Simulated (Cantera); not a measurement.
A closed system holds: 1 mol V, 3.7 mol O2, 2.1 mol H2, at 2252 °C and 10000 Pa.

Cantera equilibrium calculation (NASA polynomials, part measured and part estimated; ideal gas, pure solids and liquids). Candidate condensed phases: H2O, V, VO, V2O3, V2O4, V2O5; 12 gas species. The numbers say what is thermodynamically allowed, not how fast it happens.

Base state: H2O 0.373, O2 0.312, VO2 0.201, OH 0.0593, O 0.0289, H2 0.0142, H 0.0106, VO 0.000124 (mole fractions); condensed: gas only.

Q: What changes in the equilibrium state with this change: O2 from 3.7 to 0.22 mol?

A: 
| species | before | after |
|---|---|---|
| H2 | 0.0142 | 0.898 |
| H | 0.0106 | 0.0840 |
| V | 1.20e-8 | 0.00994 |
| H2O | 0.373 | 0.00143 |
| O2 | 0.312 | 1.14e-9 |
| O | 0.0289 | 1.75e-6 |
| OH | 0.0593 | 2.85e-5 |
| VO2 | 0.201 | 0.000608 |
| HO2 | 2.24e-5 | <1e-9 |
| VO | 0.000124 | 0.00620 |
| V(l), mol | 0 | 0.542 |
| VO(l), mol | 0 | 0.420 |
Each liquid is taken as pure. Mutual solubility and eutectic melting of coexisting phases are not modelled. VO: taken at fixed stoichiometry. Condensed phases not in the tables: N, O or C dissolved in the metal.

Q: What changes in the equilibrium state with this change: pressure from 10000 Pa to 133 Pa?

A: 
```json
[
 {"species": "O", "before": "0.0289", "after": "0.200"},
 {"species": "O2", "before": "0.312", "after": "0.198"},
 {"species": "H", "before": "0.0106", "after": "0.177"},
 {"species": "H2O", "before": "0.373", "after": "0.129"},
 {"species": "H2", "before": "0.0142", "after": "0.0533"},
 {"species": "OH", "before": "0.0593", "after": "0.0916"},
 {"species": "VO2", "before": "0.201", "after": "0.150"},
 {"species": "VO", "before": "0.000124", "after": "0.00100"},
 {"species": "HO2", "before": "2.24e-5", "after": "3.18e-6"}
]
```
